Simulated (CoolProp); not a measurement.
The fluid at 593.02 K and 0.849 MPa expands adiabatically to 0.141 MPa with isentropic efficiency 0.7. The same conditions are run with several fluids, on thermodynamics alone (safety and materials aside).

Computed with CoolProp (reference Helmholtz-energy equation of state of each fluid (hexamethyldisiloxane (MM): Thol 2016; carbonyl sulfide: Lemmon 2006; n-pentane: Thol 2019; ethane: Bücker 2006; m-xylene: Zhou 2012)).

```
fluid                      work (kJ/kg)  final temperature (K)  final density (kg/m³)
-------------------------  ------------  ---------------------  ---------------------
hexamethyldisiloxane (MM)          35.4                      ?                   4.90
carbonyl sulfide                      ?                  483.6                   2.11
n-pentane                          81.0                  561.4                      ?
ethane                                ?                  525.0                      ?
m-xylene                           53.2                  561.4                      ?
```

Q: What belongs in the gaps?

A: 
- hexamethyldisiloxane (MM), final temperature (K): 572.4
- carbonyl sulfide, work (kJ/kg): 88.3
- n-pentane, final density (kg/m³): 2.20
- ethane, work (kJ/kg): 188
- ethane, final density (kg/m³): 0.973
- m-xylene, final density (kg/m³): 3.27
